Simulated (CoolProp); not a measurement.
Vapour-liquid equilibrium of ethylbenzene (1) + p-xylene (2) at 231.35 °C; x and y are mole fractions of (1).

Computed with CoolProp (multi-fluid Helmholtz-energy mixture model, Zhou 2012 and Zhou 2012; pair parameters Bell 2016).

Question: Give the bubble pressure and the first vapour's composition at x = 0.05, 0.575, 0.725. Is there an azeotrope?

Answer: x = 0.05: 0.7318 MPa, y = 0.052; x = 0.575: 0.7482 MPa, y = 0.581; x = 0.725: 0.7517 MPa, y = 0.730. No azeotrope shows between x = 0.05 and 0.95.

The pair parameters rest on a limited set of measurements; away from them the model extrapolates.
